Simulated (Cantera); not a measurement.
# Thermodynamics of roasting and sulfation, feed MgO + H2S + CO2

Feed: 1 mol MgO, 0.31 mol H2S, 1.5 mol CO2, held at 100000 Pa.

Cantera equilibrium calculation (NASA polynomials, part measured and part estimated; ideal gas, pure solids and liquids). Candidate condensed phases: C, C6H6, C7H8, C8H18, H2O, H2SO4, Mg, MgCO3, MgO, Mg(OH)2, MgS, MgSO4, S; 130 gas species. Gases not in the tables: S3 to S7. Equilibrium is a limit: real reactors are often held back by kinetics, nucleation or transport.

At 327 °C the condensed part is MgCO3(s). From 427 °C to 1627 °C the condensed part is MgO(s).

```csv
T (°C),log p CO2,log p H2S,log p CO,log p H2O,log p SO2,log p S2,log p COS,log p H2,n MgCO3(s),n MgO(s)
327,-0.22,-0.44,-3.62,-1.76,-7.64,-3.92,-1.77,-3.70,1.00,0
427,-0.09,-0.83,-2.84,-1.66,-5.96,-3.05,-1.69,-3.43,0,1.00
527,-0.10,-0.86,-2.19,-1.49,-5.05,-2.43,-1.59,-2.95,0,1.00
627,-0.11,-0.92,-1.73,-1.33,-4.30,-1.98,-1.56,-2.59,0,1.00
727,-0.13,-1.01,-1.40,-1.19,-3.64,-1.66,-1.60,-2.31,0,1.00
827,-0.15,-1.14,-1.18,-1.07,-3.05,-1.45,-1.70,-2.11,0,1.00
927,-0.17,-1.30,-1.03,-0.99,-2.54,-1.33,-1.84,-1.99,0,1.00
1027,-0.19,-1.49,-0.91,-0.94,-2.10,-1.26,-1.99,-1.91,0,1.00
1127,-0.22,-1.69,-0.82,-0.91,-1.76,-1.25,-2.15,-1.85,0,1.00
1227,-0.25,-1.88,-0.73,-0.90,-1.51,-1.28,-2.29,-1.80,0,1.00
1327,-0.28,-2.06,-0.66,-0.89,-1.33,-1.34,-2.44,-1.75,0,1.00
1427,-0.32,-2.23,-0.59,-0.90,-1.19,-1.43,-2.58,-1.70,0,1.000
1527,-0.36,-2.40,-0.54,-0.90,-1.10,-1.54,-2.73,-1.67,0,1.000
1627,-0.39,-2.58,-0.50,-0.91,-1.03,-1.69,-2.89,-1.64,0,1.000
```
log p: log10 of the partial pressure in bar; n: condensed amount in mol.
